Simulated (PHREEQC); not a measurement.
PHREEQC input (Pitzer model, pitzer.dat):

```
SOLUTION 1
  temp 30
  units mol/kgw
  pH 7 charge
  C(4) 0.45
  K 1.39
  Cl 0.49
END
USE solution 1
INCREMENTAL_REACTIONS false
REACTION 1
  H2O -1
  0 9.886 18.011 24.689 30.178 34.689 38.397 41.444
  43.949 46.007 47.699 49.089 50.232 moles
EQUILIBRIUM_PHASES 1
  Kalicinite 0 0
  Sylvite 0 0
SELECTED_OUTPUT 1
  -reset false
  -pH true
  -pe true
  -ionic_strength true
  -water true
  -activities H2O
  -totals C Cl K
  -molalities H+ K+ Cl- CO3-2 OH- HCO3- CO2
  -equilibrium_phases Kalicinite Sylvite
PRINT
  -reset false
END
```

Selected output (columns that matter, 13 of 13 rows; water left (kg) added in front):

```
water left (kg)	pH	mu	C	Cl	K	m_H+	m_K+	m_Cl-	m_CO3-2	m_OH-	la_H2O	Sylvite
1	11.52	1.8342	0.45	0.49	1.39	7.3208e-12	1.39	0.49	0.44418	0.0058212	-0.015333	0
0.821908	11.569	2.2326	0.54751	0.59617	1.6912	6.8207e-12	1.6912	0.59617	0.54138	0.0061306	-0.018778	0
0.67554	11.626	2.7173	0.66613	0.72535	2.0576	6.2365e-12	2.0576	0.72535	0.6597	0.0064329	-0.02311	0
0.555241	11.691	3.3072	0.81046	0.8825	2.5034	5.5626e-12	2.5034	0.8825	0.80373	0.0067262	-0.028622	0
0.45636	11.768	4.0249	0.98606	1.0737	3.0458	4.8048e-12	3.0458	1.0737	0.97905	0.0070099	-0.035729	0
0.375099	11.86	4.8981	1.1997	1.3063	3.7057	3.9844e-12	3.7057	1.3063	1.1924	0.0072853	-0.045018	0
0.308303	11.969	5.9606	1.4596	1.5893	4.5086	3.1399e-12	4.5086	1.5893	1.452	0.0075564	-0.057331	0
0.253414	12.101	7.253	1.7758	1.9336	5.4851	2.3239e-12	5.4851	1.9336	1.7679	0.0078313	-0.073857	0
0.208289	12.262	8.8257	2.1605	2.3525	6.6734	1.5932e-12	6.6734	2.3525	2.1523	0.0081245	-0.096308	0
0.171216	12.441	10.443	2.6283	2.5665	7.823	1.1215e-12	7.823	2.5665	2.6197	0.0085206	-0.12012	0.050566
0.140737	12.619	11.73	3.1975	2.1466	8.5415	9.5639e-13	8.5415	2.1466	3.1884	0.0090175	-0.13547	0.1879
0.115698	12.826	13.357	3.8894	1.6983	9.4772	7.6396e-13	9.4772	1.6983	3.88	0.0093936	-0.15764	0.29351
0.0951087	13.069	15.431	4.7314	1.2467	10.71	5.5263e-13	10.71	1.2467	4.7218	0.0095867	-0.19014	0.37143
```

Complexes and solids missing from the database can't appear.
